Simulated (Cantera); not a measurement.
Feed: 1 mol SiO2, 1 mol MgCl2, 1.9 mol O2, held at 0.0100 bar.

Cantera equilibrium calculation (NASA polynomials, part measured and part estimated; ideal gas, pure solids and liquids). Candidate condensed phases: Mg, MgCl2, MgO, MgSiO3, Mg2SiO4, Si, SiO2; 20 gas species. Mutual solubility and eutectic melting of coexisting phases are not modelled. The tables hold silica as quartz up to 1696 K and as liquid above; real silica turns to tridymite and cristobalite and melts near 1996 K. Condensed phases not in the tables: alloys, solid solutions and most ternary compounds. Equilibrium is a limit: real reactors are often held back by kinetics, nucleation or transport.

At 1225 °C, list the 5 most abundant gas species with their mole fractions, and the condensed phases.

O2 0.516, Cl 0.254, Cl2 0.195, MgCl2 0.0346, ClO 0.000450. Condensed: MgSiO3(s) + SiO2(β-quartz).
